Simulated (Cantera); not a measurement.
## Silicon carbide growth: CH3SiCl3 + CH4 + H2

Input: 1 mol CH3SiCl3, 0.17 mol CH4, a varied amount of H2, at 2325 K and 1.00 bar.

Equilibrium computed with Cantera from the NASA thermochemical tables; the gas is ideal and each condensed phase is pure. Candidate condensed phases: C, C6H6, C7H8, C8H18, Si, SiC; 109 gas species. The feed counts by its element totals alone. The tables' values for SiCl3, SiCl are old estimates; treat these amounts as uncertain. Gases not in the tables: Si2H6 and higher silanes. The numbers say what is thermodynamically allowed, not how fast it happens.

```json
[
 {"n(H2) (mol)": "8.2", "x H2": "0.746", "x HCl": "0.220", "x SiCl2": "0.0172", "x H": "0.00950", "n C(graphite)": "0.294", "n SiC(s)": "0.788"},
 {"n(H2) (mol)": "9.9", "x H2": "0.774", "x HCl": "0.196", "x SiCl2": "0.0131", "x H": "0.00968", "n C(graphite)": "0.252", "n SiC(s)": "0.813"},
 {"n(H2) (mol)": "12", "x H2": "0.801", "x HCl": "0.173", "x SiCl2": "0.00979", "x H": "0.00985", "n C(graphite)": "0.208", "n SiC(s)": "0.837"},
 {"n(H2) (mol)": "15", "x H2": "0.830", "x HCl": "0.147", "x SiCl2": "0.00687", "x H": "0.0100", "n C(graphite)": "0.154", "n SiC(s)": "0.861"},
 {"n(H2) (mol)": "18", "x H2": "0.851", "x HCl": "0.128", "x SiCl2": "0.00508", "x H": "0.0101", "n C(graphite)": "0.107", "n SiC(s)": "0.878"},
 {"n(H2) (mol)": "21", "x H2": "0.866", "x HCl": "0.113", "x SiCl2": "0.00391", "x H": "0.0102", "n C(graphite)": "0.0647", "n SiC(s)": "0.890"},
 {"n(H2) (mol)": "26", "x H2": "0.886", "x HCl": "0.0952", "x SiCl2": "0.00270", "x H": "0.0104", "n C(graphite)": "0", "n SiC(s)": "0.905"},
 {"n(H2) (mol)": "32", "x H2": "0.903", "x HCl": "0.0795", "x SiCl2": "0.00205", "x H": "0.0105", "n C(graphite)": "0", "n SiC(s)": "0.907"},
 {"n(H2) (mol)": "38", "x H2": "0.915", "x HCl": "0.0682", "x SiCl2": "0.00163", "x H": "0.0105", "n C(graphite)": "0", "n SiC(s)": "0.908"}
]
```
x: gas mole fraction; n: condensed amount in mol.

From 8.2 mol H2 to 21 mol H2 the condensed part is C(graphite) + SiC(s). From 26 mol H2 to 38 mol H2 the condensed part is SiC(s). The main Si-bearing gas is SiCl2 throughout. The share of Si in condensed phases is highest at 38 mol H2 (90.8 %) and lowest at 8.2 mol H2 (78.8 %).
